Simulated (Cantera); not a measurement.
A closed system holds: 1 mol TEOS, 0.27 mol O₂, 73 mol N₂, at 133 Pa.

These are equilibrium values from Cantera (NASA tables, ideal gas, pure condensed phases), not measurements of a reactor. Candidate condensed phases: C, C₆H₆, C₇H₈, C₈H₁₈, H₂O, Si, SiC, SiO₂, Si₂N₂O, Si₃N₄; 151 gas species. The feed counts by its element totals alone. N₂ is the only nitrogen source here; it is nearly inert below about 1500 K, so the nitride shown seldom forms there in practice. Kinetics and transport are ignored.

**Question.** Which condensed phases are stable at each of these points (T (K)): 748, 848, 948, 1048, 1148, 1248, 1348, 1448, 1548, 1648, 1748, 1848, 1948?

**Answer.** 
```json
[
 {"T (K)": "748", "condensed phases": "C(graphite) + SiO₂(α-quartz)", "Si condensed (%)": "100.0"},
 {"T (K)": "848", "condensed phases": "C(graphite) + SiO₂(β-quartz)", "Si condensed (%)": "100.0"},
 {"T (K)": "948", "condensed phases": "C(graphite) + SiO₂(β-quartz)", "Si condensed (%)": "100.0"},
 {"T (K)": "1048", "condensed phases": "C(graphite) + Si₂N₂O(s)", "Si condensed (%)": "100.0"},
 {"T (K)": "1148", "condensed phases": "C(graphite) + Si₂N₂O(s)", "Si condensed (%)": "100.0"},
 {"T (K)": "1248", "condensed phases": "C(graphite) + Si₂N₂O(s)", "Si condensed (%)": "100.0"},
 {"T (K)": "1348", "condensed phases": "C(graphite) + Si₂N₂O(s)", "Si condensed (%)": "99.9"},
 {"T (K)": "1448", "condensed phases": "C(graphite) + SiC(s)", "Si condensed (%)": "99.3"},
 {"T (K)": "1548", "condensed phases": "C(graphite) + SiC(s)", "Si condensed (%)": "98.9"},
 {"T (K)": "1648", "condensed phases": "C(graphite) + SiC(s)", "Si condensed (%)": "98.4"},
 {"T (K)": "1748", "condensed phases": "C(graphite) + SiC(s)", "Si condensed (%)": "97.7"},
 {"T (K)": "1848", "condensed phases": "C(graphite) + SiC(s)", "Si condensed (%)": "95.8"},
 {"T (K)": "1948", "condensed phases": "C(graphite) + SiC(s)", "Si condensed (%)": "88.7"}
]
```

At 748 K the condensed part is C(graphite) + SiO₂(α-quartz). From 848 K to 948 K the condensed part is C(graphite) + SiO₂(β-quartz). From 1048 K to 1348 K the condensed part is C(graphite) + Si₂N₂O(s). From 1448 K to 1948 K the condensed part is C(graphite) + SiC(s).
